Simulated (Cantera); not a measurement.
Standard-state values (1 bar) from the NASA 1993 polynomials, evaluated with Cantera. Values are per mole of reaction as written; species without (g) are pure solids or liquids, kept so even where they would boil at 1 bar.

Between 600 and 1100 K, where is each reaction favourable under standard conditions?
- 2 NH3(g) + 4 V2O5 = 3 H2(g) + 4 V2O4 + 2 NO2(g)


- 2 NH3(g) + 4 V2O5 = 3 H2(g) + 4 V2O4 + 2 NO2(g): ΔG° is 396 kJ at 600 K and 188 kJ at 1100 K; it stays positive (K < 1). ΔH° is 434 kJ and ΔS° 223 J/K at 1100 K.
